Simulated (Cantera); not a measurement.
A closed system holds: 1 mol HMDSO, 0.062 mol O₃, at 0.00133 bar.

Cantera equilibrium calculation (NASA polynomials, part measured and part estimated; ideal gas, pure solids and liquids). Candidate condensed phases: C, C₆H₆, C₇H₈, C₈H₁₈, H₂O, Si, SiC, SiO₂; 123 gas species. The feed counts by its element totals alone. Equilibrium is a limit: real reactors are often held back by kinetics, nucleation or transport.

Q: At 1000 °C, list the 4 most abundant gas species with their mole fractions, and the condensed phases.

A: H₂ 0.884, CO 0.116, SiO 7.41e-5, H 1.84e-5. Condensed: C(graphite) + SiC(s).
